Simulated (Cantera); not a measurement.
Cantera run, input and output.

```python
import numpy as np
import cantera as ct

gas = ct.Solution("h2o2.yaml")
gas.TPX = 623, 13332, {'H2': 1, 'O2': 0.333, 'N2': 1.25}
flame = ct.FreeFlame(gas, width=0.16)
flame.set_refine_criteria(ratio=3, slope=0.08, curve=0.16)
flame.transport_model = "mixture-averaged"
flame.solve(loglevel=0, auto=True)
z, T = flame.grid, flame.T
thick = (T[-1] - T[0]) / np.gradient(T, z).max()
show = ['H2', 'O2', 'H', 'H2O2', 'H2O', 'OH']
print(f"laminar burning velocity  {flame.velocity[0] * 100:.3f} cm/s")
print(f"burnt temperature         {T[-1]:.1f} K")
print(f"thermal thickness         {thick * 1e3:.4f} mm")
print(f"grid points               {len(z)}")
z0 = z[flame.heat_release_rate.argmax()]
print(f"{'z/mm':>9s}{'T/K':>9s}{'u/(m/s)':>9s}" + "".join(f"{s:>11s}" for s in show))
rows = []
for k in (-3, -2, -1.5, -1, -0.5, -0.25, 0, 0.25, 0.5, 1, 2, 4, 8):
    zz = z0 + k * thick
    rows.append([k * thick, np.interp(zz, z, T), np.interp(zz, z, flame.velocity),
                 *(np.interp(zz, z, flame.X[gas.species_index(s)]) for s in show)])
    print(f"{rows[-1][0] * 1e3:9.3f}{rows[-1][1]:9.1f}{rows[-1][2]:9.3f}" + "".join(f"{x:11.3e}" for x in rows[-1][3:]))
```

It prints:

```
laminar burning velocity  734.028 cm/s
burnt temperature         2406.9 K
thermal thickness         6.3557 mm
grid points               140
     z/mm      T/K  u/(m/s)         H2         O2          H       H2O2        H2O         OH
  -19.067    623.0    7.340  3.871e-01  1.289e-01  3.220e-14 -8.998e-16 -1.940e-13  3.749e-17
  -12.711    623.0    7.340  3.871e-01  1.289e-01  1.724e-11  4.535e-16  2.736e-12  1.882e-14
   -9.534    623.0    7.340  3.871e-01  1.289e-01  1.272e-09  4.871e-14  1.066e-10  1.275e-12
   -6.356    623.0    7.340  3.871e-01  1.289e-01  4.163e-07  7.056e-11  3.443e-08  6.422e-10
   -3.178    630.7    7.425  3.857e-01  1.288e-01  5.184e-04  2.822e-07  5.215e-04  2.336e-05
   -1.589    744.7    8.688  3.623e-01  1.249e-01  1.210e-02  3.336e-07  1.122e-02  2.634e-04
    0.000   1126.2   12.799  2.056e-01  7.071e-02  9.173e-02  4.396e-07  1.219e-01  3.002e-03
    1.589   1381.1   15.509  1.039e-01  1.418e-02  1.311e-01  4.420e-07  2.282e-01  6.323e-03
    3.178   1482.0   16.529  1.017e-01  9.473e-03  1.236e-01  3.874e-07  2.380e-01  7.819e-03
    6.356   1606.4   17.757  1.086e-01  8.054e-03  1.083e-01  2.785e-07  2.419e-01  9.597e-03
   12.711   1749.7   19.132  1.161e-01  6.598e-03  9.074e-02  1.614e-07  2.470e-01  1.129e-02
   25.423   1903.8   20.567  1.229e-01  4.969e-03  7.262e-02  8.391e-08  2.540e-01  1.240e-02
   50.845   2055.3   21.934  1.286e-01  3.389e-03  5.543e-02  4.414e-08  2.622e-01  1.244e-02
```

Computed with Cantera and the H2/O2 subset of GRI-Mech 3.0, which has no nitrogen chemistry. Burning velocities carry a grid error of a few per cent, more on coarse grids.
